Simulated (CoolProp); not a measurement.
Vapour pressure (MPa) of ethylene: the reference equation beside estimates from Tc = 282.4 K, pc = 5.042 MPa, ω = 0.087.

Values from CoolProp's reference Helmholtz-energy equation of state, Smukala 2000.

```
T (K)  reference  van der Waals  Soave-Redlich-Kwong
-----  ---------  -------------  -------------------
186.7     0.2533         0.7509               0.2522
190.1     0.2968         0.8262               0.2959
193.5     0.3456         0.9063               0.3450
196.8     0.3986         0.9888               0.3983
200.2     0.4592          1.079               0.4595
203.6     0.5265          1.174               0.5274
207       0.6007          1.274               0.6024
210.4     0.6823          1.380               0.6850
213.8     0.7718          1.491               0.7757
217.2     0.8696          1.608               0.8748
220.6     0.9761          1.731               0.9829
```

Absolute difference from the reference over all 11 rows, mean and median: van der Waals 128.4 and 123.0 %, Soave-Redlich-Kwong 0.3 and 0.3 %.
